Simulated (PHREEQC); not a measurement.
Solution (25 °C): 0.0045 mol/kgw FeCl3, 0.053 mol/kgw H3AsO4 and 0.0021 mol/kgw HCl. Closed to the air; pH follows from the charge balance.

Computed with PHREEQC (ion-association model, wateq4f.dat).

This is a speciation only: nothing precipitates in the calculation.

Task: Order these Fe species by the share of Fe that they hold, largest first: Fe+3, FeCl+2, FeOH+2, FeCl2+, Fe2(OH)2+4.

Result: Fe+3 (68 %), FeOH+2 (15 %), FeCl+2 (14 %), Fe2(OH)2+4 (2.5 %), FeCl2+ (0.44 %)

The pH is 1.81 and the ionic strength 0.0408 mol/kgw. Saturation is exceeded, for instance for Scorodite, Hematite (slow to form); the values hold only as long as no solid forms. Complexes and solids missing from the database can't appear. The database's scorodite may be far more soluble than the real mineral, and it has no iron arsenate complexes; the constant wasn't checked at its source.
